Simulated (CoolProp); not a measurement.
Model: reference Helmholtz-energy equation of state, Schmidt 1985, in CoolProp. Above 300 K oxygen's equation is extrapolated.

Task: For oxygen, give the phase and the cp (kJ/(kg K)) at 307.5 K and 2.19 MPa.

Result: 
- 307.5 K and 2.19 MPa: gas; cp 0.952
